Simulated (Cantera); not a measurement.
Halide evaporation, hydrolysis and transport: SrCl2 + O2 + N2

A closed system holds: 1 mol SrCl2, 4.4 mol O2, 3.3 mol N2, at 7.30 mbar.

Equilibrium computed with Cantera from the NASA thermochemical tables; the gas is ideal and each condensed phase is pure. Candidate condensed phases: Sr, SrCl2, SrO; 16 gas species. Mutual solubility and eutectic melting of coexisting phases are not modelled. Condensed phases not in the tables: oxide chlorides, the peroxide. Kinetics and transport are ignored.

| T (°C) | log p O2 | log p N2 | log p SrCl2 | log p O | log p Cl | log p NO | log p SrCl | n SrCl2(s) | n SrCl2(l) | n SrO(s) |
|---|---|---|---|---|---|---|---|---|---|---|
| 750 | -2.38 | -2.50 | -8.30 | -10.70 | -8.47 | -6.45 | <-14 | 1.000 | 0 | 0 |
| 850 | -2.38 | -2.50 | -6.83 | -9.55 | -7.41 | -6.03 | <-14 | 1.000 | 0 | 0 |
| 950 | -2.38 | -2.50 | -5.67 | -8.58 | -6.55 | -5.69 | -13.85 | 0 | 0.998 | 0.000152 |
| 1050 | -2.38 | -2.51 | -4.71 | -7.77 | -5.83 | -5.39 | -12.08 | 0 | 0.978 | 0.000793 |
| 1150 | -2.39 | -2.51 | -3.89 | -7.06 | -5.22 | -5.14 | -10.57 | 0 | 0.859 | 0.00329 |
| 1250 | -2.42 | -2.55 | -3.20 | -6.47 | -4.70 | -4.96 | -9.26 | 0 | 0.256 | 0.0118 |
| 1350 | -2.44 | -2.56 | -3.09 | -5.94 | -4.48 | -4.78 | -8.36 | 0 | 0 | 0.0199 |
| 1450 | -2.44 | -2.56 | -3.09 | -5.46 | -4.33 | -4.61 | -7.63 | 0 | 0 | 0.0278 |
| 1550 | -2.44 | -2.56 | -3.09 | -5.04 | -4.20 | -4.46 | -6.97 | 0 | 0 | 0.0375 |
| 1650 | -2.44 | -2.56 | -3.10 | -4.66 | -4.08 | -4.32 | -6.39 | 0 | 0 | 0.0491 |
| 1750 | -2.45 | -2.57 | -3.11 | -4.32 | -3.98 | -4.20 | -5.87 | 0 | 0 | 0.0622 |
| 1850 | -2.45 | -2.57 | -3.12 | -4.01 | -3.88 | -4.10 | -5.40 | 0 | 0 | 0.0758 |
| 1950 | -2.46 | -2.57 | -3.13 | -3.74 | -3.80 | -4.00 | -4.97 | 0 | 0 | 0.0861 |
log p: log10 of the partial pressure in bar; n: condensed amount in mol.

From 750 °C to 850 °C the condensed part is SrCl2(s). From 950 °C to 1250 °C the condensed part is SrCl2(l) + SrO(s). From 1350 °C to 1950 °C the condensed part is SrO(s). The main Sr-bearing gas is SrCl2 throughout.
